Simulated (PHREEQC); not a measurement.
Ultrapure water in contact with air or piping (model solution)

Synthetic water in mg/kgw, 25 °C, pH 5.5, pe 9.5:

| constituent | mg/kgw |
|---|---|
| Na | 0.0855 |
| K | 0.00211 |
| Ca | 0.0502 |
| Mg | 0.00175 |
| Cl | 0.041 |
| S(6) as SO4 | 0.0344 |
| Alkalinity as HCO3 | 0.274 |
| Br | 0.00376 |
| Si as SiO2 | 0.000957 |
| Ba | 0.000434 |
| Cu(2) | 0.00179 |

Cl is adjusted to close the charge balance.
Valence states are taken as typed.

All values are PHREEQC results (ion-association model, wateq4f.dat), not measurements.

No solid was allowed to form.

**Question.** What ionic strength does the model give?

**Answer.** ionic strength 1.14e-5 mol/kgw.

**Question.** In which forms is C present?

**Answer.** CO2 88 %, HCO3- 12 % of the C.
